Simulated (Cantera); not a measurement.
Charge: 1 mol Hg, 0.035 mol O2, 8.7 mol N2, held at 973.15 K and 7.50 Torr.

Equilibrium computed with Cantera from the NASA thermochemical tables; the gas is ideal and each condensed phase is pure. Candidate condensed phases: Hg, HgO; 10 gas species. The numbers say what is thermodynamically allowed, not how fast it happens.

Base state: N2 0.894, Hg 0.103, O2 0.00359 (mole fractions); condensed: gas only.

Task: What changes in the equilibrium state with this change: Hg replaced by PbO?

Result: 
| species | before | after |
|---|---|---|
| N2 | 0.894 | 0.996 |
| O2 | 0.00359 | 0.00401 |
| PbO | 0 | 1.22e-5 |
| Hg | 0.103 | 0 |
| PbO(yellow), mol | 0 | 1.000 |
Further candidate phases: Pb, PbO, PbO2, Pb3O4.
